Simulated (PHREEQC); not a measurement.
Solution (25 °C): 0.016 mol/kgw H3PO4, 0.00034 mol/kgw H2SO4 and 1.6e-05 mol/kgw H3AsO4. Closed to the air; pH follows from the charge balance.

All values are PHREEQC results (ion-association model, wateq4f.dat), not measurements.

Each row changes one thing in this solution. This is a speciation only: nothing precipitates in the calculation.

```json
[
 {"case": "as made", "pH": "2.11", "ionic strength (mol/kgw)": "0.00864", "H3PO4 (mol/kgw)": "0.00814", "H2PO4- (mol/kgw)": "0.00786", "SO4-2 (mol/kgw)": "0.000217", "HSO4- (mol/kgw)": "0.000123"},
 {"case": "H3PO4 from 0.016 to 0.08 mol/kgw", "pH": "1.69", "ionic strength (mol/kgw)": "0.0230", "H3PO4 (mol/kgw)": "0.0576", "H2PO4- (mol/kgw)": "0.0224", "SO4-2 (mol/kgw)": "0.000149", "HSO4- (mol/kgw)": "0.000191"},
 {"case": "0.0081 mol/kgw KCl added", "pH": "2.11", "ionic strength (mol/kgw)": "0.0169", "H3PO4 (mol/kgw)": "0.00799", "H2PO4- (mol/kgw)": "0.00801", "SO4-2 (mol/kgw)": "0.000220", "HSO4- (mol/kgw)": "0.000113"},
 {"case": "H2SO4 from 0.00034 to 0.0034 mol/kgw", "pH": "1.97", "ionic strength (mol/kgw)": "0.0139", "H3PO4 (mol/kgw)": "0.00937", "H2PO4- (mol/kgw)": "0.00662", "SO4-2 (mol/kgw)": "0.00195", "HSO4- (mol/kgw)": "0.00145"},
 {"case": "temperature from 25 to 30 °C", "pH": "2.12", "ionic strength (mol/kgw)": "0.00847", "H3PO4 (mol/kgw)": "___", "H2PO4- (mol/kgw)": "0.00771", "SO4-2 (mol/kgw)": "___", "HSO4- (mol/kgw)": "0.000130"},
 {"case": "H3PO4 from 0.016 to 0.032 mol/kgw", "pH": "1.93", "ionic strength (mol/kgw)": "0.0133", "H3PO4 (mol/kgw)": "0.0195", "H2PO4- (mol/kgw)": "0.0125", "SO4-2 (mol/kgw)": "0.000187", "HSO4- (mol/kgw)": "0.000153"},
 {"case": "temperature from 25 to 65 °C", "pH": "2.18", "ionic strength (mol/kgw)": "___", "H3PO4 (mol/kgw)": "0.00921", "H2PO4- (mol/kgw)": "0.00679", "SO4-2 (mol/kgw)": "0.000147", "HSO4- (mol/kgw)": "0.000193"},
 {"case": "H2SO4 from 0.00034 to 3.4e-05 mol/kgw", "pH": "2.13", "ionic strength (mol/kgw)": "0.00810", "H3PO4 (mol/kgw)": "0.00799", "H2PO4- (mol/kgw)": "0.00801", "SO4-2 (mol/kgw)": "2.20e-5", "HSO4- (mol/kgw)": "1.20e-5"},
 {"case": "temperature from 25 to 60 °C", "pH": "2.17", "ionic strength (mol/kgw)": "0.00756", "H3PO4 (mol/kgw)": "0.00910", "H2PO4- (mol/kgw)": "___", "SO4-2 (mol/kgw)": "0.000157", "HSO4- (mol/kgw)": "0.000183"}
]
```

Q: What belongs in the gaps?

A: 
- temperature from 25 to 30 °C, H3PO4 (mol/kgw): 0.00829
- temperature from 25 to 30 °C, SO4-2 (mol/kgw): 0.000210
- temperature from 25 to 65 °C, ionic strength (mol/kgw): 0.00743
- temperature from 25 to 60 °C, H2PO4- (mol/kgw): 0.00690

Complexes and solids missing from the database can't appear. H3PO4, which wateq4f.dat lacks, is added to it with the constant of phreeqc.dat. At this temperature some constants are extrapolated from 25 °C, and those without enthalpy data are left unchanged.
